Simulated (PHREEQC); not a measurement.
# Alkaline etch or developer: speciation

Consider water at 20 °C with 0.0012 mol KOH, 5.8e-05 mol K2SiO3 and 0.053 mol Na2CO3 per kg of water. Closed to the air; pH follows from the charge balance.

Equilibrium calculation in PHREEQC: ion-association model, phreeqc.dat.

Each row changes one thing in this solution. No solid was allowed to form.

```json
[
 {"case": "as made", "pH": "11.46", "ionic strength (mol/kgw)": "0.126", "Na+ (mol/kgw)": "0.0895", "CO3-2 (mol/kgw)": "0.0351", "NaCO3- (mol/kgw)": "0.0165", "HCO3- (mol/kgw)": "0.00135", "SI of Quartz (SiO2)": "-1.87"},
 {"case": "0.00064 mol/kgw HCl added", "pH": "___", "ionic strength (mol/kgw)": "0.126", "Na+ (mol/kgw)": "0.0895", "CO3-2 (mol/kgw)": "0.0350", "NaCO3- (mol/kgw)": "0.0164", "HCO3- (mol/kgw)": "0.00158", "SI of Quartz (SiO2)": "___"},
 {"case": "temperature from 20 to 25 °C", "pH": "___", "ionic strength (mol/kgw)": "___", "Na+ (mol/kgw)": "0.0868", "CO3-2 (mol/kgw)": "0.0323", "NaCO3- (mol/kgw)": "0.0191", "HCO3- (mol/kgw)": "0.00154", "SI of Quartz (SiO2)": "-1.89"},
 {"case": "diluted 100-fold with water", "pH": "10.50", "ionic strength (mol/kgw)": "0.00138", "Na+ (mol/kgw)": "0.00106", "CO3-2 (mol/kgw)": "0.000315", "NaCO3- (mol/kgw)": "4.07e-6", "HCO3- (mol/kgw)": "0.000211", "SI of Quartz (SiO2)": "-2.88"}
]
```

Question: Complete the blanks.

Answer: 
- 0.00064 mol/kgw HCl added, pH: 11.39
- 0.00064 mol/kgw HCl added, SI of Quartz (SiO2): -1.80
- temperature from 20 to 25 °C, pH: 11.32
- temperature from 20 to 25 °C, ionic strength (mol/kgw): 0.120
